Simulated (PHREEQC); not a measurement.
A solution holds 63 mmol/kgw NaHCO3, 0.085 mmol/kgw Na2CO3 and 24 mmol/kgw NaCl, at 25 °C and 10 atm. Closed to the air; pH follows from the charge balance.

Equilibrium calculation in PHREEQC: ion-association model, phreeqc.dat.

Each row changes one thing in this solution. Precipitation was switched off in this run.

```csv
case,pH,ionic strength (mol/kgw),HCO3- (mol/kgw),NaHCO3 (mol/kgw),CO2 (mol/kgw),CO3-2 (mol/kgw)
as made,8.05,0.0856,0.0594,0.00178,0.000931,0.000617
NaHCO3 left out,___,0.0242,5.81e-5,5.93e-7,2.26e-8,___
NaHCO3 from 0.063 to 0.0693 mol/kgw,8.04,0.0916,0.0652,___,0.00104,___
Na2CO3 left out,8.03,0.0854,0.0593,0.00177,0.000971,0.000590
NaCl left out,8.09,0.0621,0.0599,0.00136,0.000879,___
```

Task: What belongs in the gaps?

Result: 
- NaHCO3 left out, pH: 9.69
- NaHCO3 left out, CO3-2 (mol/kgw): 2.09e-5
- NaHCO3 from 0.063 to 0.0693 mol/kgw, NaHCO3 (mol/kgw): 0.00206
- NaHCO3 from 0.063 to 0.0693 mol/kgw, CO3-2 (mol/kgw): 0.000672
- NaCl left out, CO3-2 (mol/kgw): 0.000638
